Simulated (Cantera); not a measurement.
A jet of CH4 : O2 : N2 = 0.061 : 0.15 : 0.79 (molar parts) at 300 K and 33.8 Torr hits a platinum plate 5.4 cm away at a mass flux of 0.06 kg/m²/s; the plate temperature is set and raised in steps from an oxygen-covered start.

Detailed kinetics in Cantera: Deutschmann's 1995 Pt surface mechanism with GRI-Mech 3.0 gas chemistry. Catalytic surfaces can have several steady states; this one follows from the mechanism file's or the stated starting coverage.

x: mole fraction at the wall; θ: surface coverage.

```
plate T (K)  wall x CH4  wall x O2  wall x H2O  wall x OH  wall x CO  wall x CO2  θ free Pt   θ O*     θ OH*
-----------  ----------  ---------  ----------  ---------  ---------  ----------  ---------  -----  --------
950              0.0349     0.0939      0.0487    1.47e-7    2.09e-5      0.0322      0.321  0.678   0.00119
1000                  ?          ?           ?          ?          ?           ?          ?      ?   0.00118
1050             0.0215     0.0654      0.0734    9.94e-7    2.48e-5      0.0488      0.488  0.511   0.00110
1100             0.0173     0.0568      0.0808    2.16e-6    2.75e-5      0.0538      0.566  0.433  0.000983
1150             0.0144     0.0508      0.0859    4.30e-6    3.13e-5      0.0573      0.637  0.362  0.000854
1200                  ?          ?      0.0894          ?          ?      0.0596          ?      ?         ?
```

Question: Complete the blanks.

Answer: 
- 1000, wall x CH4: 0.0273
- 1000, wall x O2: 0.0777
- 1000, wall x H2O: 0.0628
- 1000, wall x OH: 4.09e-7
- 1000, wall x CO: 2.28e-5
- 1000, wall x CO2: 0.0416
- 1000, θ free Pt: 0.405
- 1000, θ O*: 0.593
- 1200, wall x CH4: 0.0124
- 1200, wall x O2: 0.0467
- 1200, wall x OH: 7.94e-6
- 1200, wall x CO: 3.67e-5
- 1200, θ free Pt: 0.700
- 1200, θ O*: 0.299
- 1200, θ OH*: 0.000730
